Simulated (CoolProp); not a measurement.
R115 at 227.49 K and 0.282 MPa is throttled through a valve to 0.118 MPa with no heat exchange. Each further row changes one setting.

Computed with CoolProp (reference Helmholtz-energy equation of state, Lemmon 2016).

| case | temperature change (K) | final phase | final density (kg/m³) |
|---|---|---|---|
| as stated | ? | liquid | 1570 |
| outlet pressure 0.0354 MPa | ? | two-phase, vapour fraction 0.101 | ? |
| outlet pressure 0.153 MPa | ? | liquid | 1570 |

Q: Complete the blanks.

A: 
- as stated, temperature change (K): +0.1
- outlet pressure 0.0354 MPa, temperature change (K): -14.6
- outlet pressure 0.0354 MPa, final density (kg/m³): 30.7
- outlet pressure 0.153 MPa, temperature change (K): +0.0
